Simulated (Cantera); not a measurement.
A closed system holds: 1 mol CuO, 190 mol H2, 1.1 mol N2, equilibrated at 1.33 mbar.

Method: chemical equilibrium by Gibbs-energy minimisation in Cantera with the NASA 1993 tables (ideal gas, pure condensed phases). Candidate condensed phases: Cu, CuO, Cu(OH)2, Cu2O, H2O; 27 gas species. The numbers say what is thermodynamically allowed, not how fast it happens.

### Question
At 750 °C, list the 3 most abundant gas species with their mole fractions, and the condensed phases.

### Answer
H2 0.989, N2 0.00576, H2O 0.00523. Condensed: Cu(s).
